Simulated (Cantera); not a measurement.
## Calcination and drying: KOH + H2 + CO2

Charge: 1 mol KOH, 1.1 mol H2, 0.016 mol CO2, equilibrated at 50.0 Pa.

Equilibrium computed with Cantera from the NASA thermochemical tables; the gas is ideal and each condensed phase is pure. Candidate condensed phases: C, C6H6, C7H8, C8H18, H2O, K, KOH, KO2, K2CO3, K2O, K2O2; 116 gas species. Rates play no part.

| T (K) | x H2O | x K | x H2 | x KOH | x H | x CO | x CO2 |
|---|---|---|---|---|---|---|---|
| 1423 | 0.355 | 0.351 | 0.249 | 0.0385 | 0.000148 | 0.00383 | 0.00241 |
| 1473 | 0.360 | 0.356 | 0.245 | 0.0326 | 0.000280 | 0.00390 | 0.00231 |
| 1523 | 0.364 | 0.360 | 0.242 | 0.0278 | 0.000509 | 0.00398 | 0.00222 |
| 1573 | 0.367 | 0.363 | 0.239 | 0.0238 | 0.000890 | 0.00404 | 0.00214 |
| 1623 | 0.369 | 0.365 | 0.237 | 0.0206 | 0.00150 | 0.00411 | 0.00206 |
| 1673 | 0.371 | 0.367 | 0.235 | 0.0180 | 0.00247 | 0.00417 | 0.00199 |
| 1723 | 0.373 | 0.369 | 0.233 | 0.0158 | 0.00393 | 0.00422 | 0.00193 |
| 1773 | 0.373 | 0.370 | 0.230 | 0.0139 | 0.00610 | 0.00427 | 0.00187 |
| 1823 | 0.373 | 0.370 | 0.227 | 0.0123 | 0.00924 | 0.00431 | 0.00181 |
x: gas mole fraction; nothing condenses.

From 1423 K to 1823 K nothing is condensed. The main K-bearing gas is K throughout.
